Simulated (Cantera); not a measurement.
A freely propagating, adiabatic, planar premixed flame of C2H4 : O2 : N2 : H2O = 1 : 3.09 : 11.6 : 3.9 (molar parts), equivalence ratio 0.97, unburnt at 700 K and 5.70 bar; mixture-averaged transport, grid criteria slope 0.08 and curve 0.16, no radiation.

Cantera simulation using GRI-Mech 3.0 (53 species, 325 reactions); the numbers are that mechanism's predictions, not measurements. GRI-Mech 3.0 was tuned for natural gas; its chemistry of ethylene as a main component is partial and can be far from experiment. Burning velocities carry a grid error of a few per cent, more on coarse grids.

x: mole fraction of selected species; z is measured from the peak of heat release.

```json
[
 {"z (mm)": "-0.232", "T (K)": "700", "u (m/s)": "1.32", "x C2H4": "0.0510", "x O2": "0.158", "x H2O": "0.199", "x H2O2": "3.12e-7", "x CO": "7.41e-6", "x NO": "<1e-8"},
 {"z (mm)": "-0.155", "T (K)": "701", "u (m/s)": "1.32", "x C2H4": "0.0510", "x O2": "0.157", "x H2O": "0.199", "x H2O2": "2.03e-6", "x CO": "4.84e-5", "x NO": "<1e-8"},
 {"z (mm)": "-0.116", "T (K)": "705", "u (m/s)": "1.33", "x C2H4": "0.0508", "x O2": "0.157", "x H2O": "0.199", "x H2O2": "8.11e-6", "x CO": "0.000195", "x NO": "<1e-8"},
 {"z (mm)": "-0.0773", "T (K)": "727", "u (m/s)": "1.37", "x C2H4": "0.0502", "x O2": "0.155", "x H2O": "0.201", "x H2O2": "[?]", "x CO": "[?]", "x NO": "<1e-8"},
 {"z (mm)": "-0.0387", "T (K)": "921", "u (m/s)": "1.76", "x C2H4": "0.0434", "x O2": "0.138", "x H2O": "0.215", "x H2O2": "0.000322", "x CO": "0.0105", "x NO": "1.44e-7"},
 {"z (mm)": "-0.0193", "T (K)": "1246", "u (m/s)": "2.40", "x C2H4": "0.0276", "x O2": "0.107", "x H2O": "0.236", "x H2O2": "0.000357", "x CO": "0.0285", "x NO": "7.40e-7"},
 {"z (mm)": "0", "T (K)": "1619", "u (m/s)": "3.16", "x C2H4": "0.00792", "x O2": "0.0691", "x H2O": "0.260", "x H2O2": "1.63e-5", "x CO": "0.0496", "x NO": "2.16e-6"},
 {"z (mm)": "0.0193", "T (K)": "1849", "u (m/s)": "3.61", "x C2H4": "0.000746", "x O2": "0.0432", "x H2O": "0.272", "x H2O2": "2.79e-6", "x CO": "0.0524", "x NO": "4.83e-6"},
 {"z (mm)": "0.0387", "T (K)": "1960", "u (m/s)": "3.80", "x C2H4": "[?]", "x O2": "[?]", "x H2O": "0.277", "x H2O2": "[?]", "x CO": "[?]", "x NO": "[?]"},
 {"z (mm)": "0.0773", "T (K)": "2071", "u (m/s)": "3.98", "x C2H4": "2.21e-8", "x O2": "0.0207", "x H2O": "0.280", "x H2O2": "1.21e-6", "x CO": "0.0259", "x NO": "1.17e-5"},
 {"z (mm)": "0.155", "T (K)": "2168", "u (m/s)": "4.13", "x C2H4": "<1e-8", "x O2": "0.0147", "x H2O": "0.285", "x H2O2": "7.88e-7", "x CO": "0.0157", "x NO": "1.58e-5"},
 {"z (mm)": "0.309", "T (K)": "2236", "u (m/s)": "4.24", "x C2H4": "<1e-8", "x O2": "0.0109", "x H2O": "0.290", "x H2O2": "5.05e-7", "x CO": "0.0107", "x NO": "2.07e-5"},
 {"z (mm)": "0.618", "T (K)": "2275", "u (m/s)": "4.31", "x C2H4": "<1e-8", "x O2": "0.00869", "x H2O": "0.294", "x H2O2": "3.54e-7", "x CO": "0.00778", "x NO": "2.70e-5"}
]
```

Problem. Some entries are withheld; supply them.

Solution. 
- -0.0773, x H2O2: 4.63e-5
- -0.0773, x CO: 0.00115
- 0.0387, x C2H4: 2.72e-5
- 0.0387, x O2: 0.0305
- 0.0387, x H2O2: 1.77e-6
- 0.0387, x CO: 0.0421
- 0.0387, x NO: 7.80e-6
